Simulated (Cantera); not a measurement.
Cantera with NASA thermochemical tables; ideal gases at 1 bar, condensed phases pure. Values are per mole of reaction as written; species without (g) are pure solids or liquids, kept so even where they would boil at 1 bar. TaC: taken at fixed stoichiometry.

Q: Between 1748 and 1923 K, where is each reaction favourable under standard conditions?
- Ta + CH₄(g) ⇌ TaC + 4 H(g)

A: 
- Ta + CH₄(g) ⇌ TaC + 4 H(g): ΔG° is 246 kJ at 1748 K and 185 kJ at 1923 K; it stays positive (K < 1). ΔH° is 855 kJ and ΔS° 349 J/K at 1923 K.
